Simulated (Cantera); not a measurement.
Mixture: CO : H₂ : O₂ : N₂ = 1 : 0.95 : 1.19 : 8.32 (molar parts), at 3.65 atm, adiabatic and at constant pressure. Ignition delay is the time to a rise of 400 K.

Model: GRI-Mech 3.0 (53 species, 325 reactions), integrated in Cantera. The hydrogen kinetics of GRI-Mech 3.0 are dated; newer H2 mechanisms differ, most at raised pressure. Where the delays flatten at high temperature, the 400 K rule measures the pace of heat release, not the induction time.

Q: What does this change do: pressure from 3.65 atm to 4.93 atm?

A: 
```tsv
quantity	before	after
delay at 975 K	13.7 ms	15.0 ms
delay at 1075 K	0.306 ms	0.617 ms
delay at 1175 K	40.8 µs	39.3 µs
delay at 1275 K	20.5 µs	16.1 µs
apparent activation energy between 1225 and 1325 K	68 kJ/mol	83 kJ/mol
```

Q: What does this change do: O2 1.19 to 0.79 parts?

A: 
| quantity | before | after |
|---|---|---|
| delay at 975 K | 13.7 ms | 13.9 ms |
| delay at 1075 K | 0.306 ms | 0.337 ms |
| delay at 1175 K | 40.8 µs | 51.5 µs |
| delay at 1275 K | 20.5 µs | 26.3 µs |
| apparent activation energy between 1225 and 1325 K | 68 kJ/mol | 66 kJ/mol |
